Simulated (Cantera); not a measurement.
Mixture: C3H8 : O2 : N2 : H2O = 1 : 7.58 : 28.5 : 2.9 (molar parts), at 100000 Pa, adiabatic and at constant volume. Ignition delay is the time to a rise of 400 K.

Computed with Cantera and GRI-Mech 3.0 (53 species, 325 reactions). GRI-Mech 3.0 was tuned for natural gas; its chemistry of propane as a main component is partial and can be far from experiment.

Problem. At T0 = 1525 K, what is the delay, and which 5 reactions control it most (d ln τ / d ln k, from doubling and halving each rate constant)?

Solution. The delay is 56.7 µs.
```json
[
 {"reaction": "C2H5 + CH3 (+M) <=> C3H8 (+M)", "d ln τ / d ln k": "-0.46", "faster rate": "shortens it"},
 {"reaction": "H + O2 <=> O + OH", "d ln τ / d ln k": "-0.41", "faster rate": "shortens it"},
 {"reaction": "C3H8 + H <=> C3H7 + H2", "d ln τ / d ln k": "0.25", "faster rate": "lengthens it"},
 {"reaction": "CH3 + HO2 <=> CH3O + OH", "d ln τ / d ln k": "-0.21", "faster rate": "shortens it"},
 {"reaction": "C3H8 + OH <=> C3H7 + H2O", "d ln τ / d ln k": "0.15", "faster rate": "lengthens it"}
]
```
